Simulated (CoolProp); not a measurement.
Values from CoolProp's reference Helmholtz-energy equation of state, Thol 2016.

Task: For hexamethyldisiloxane (MM), give the phase and the Z, cp (kJ/(kg K)), cv (kJ/(kg K)), speed of sound (m/s) at 326.4 K and 16.3 bar.

Result: 
- 326.4 K and 16.3 bar: liquid; Z 0.133, cp 1.97, cv 1.61, speed of sound 794
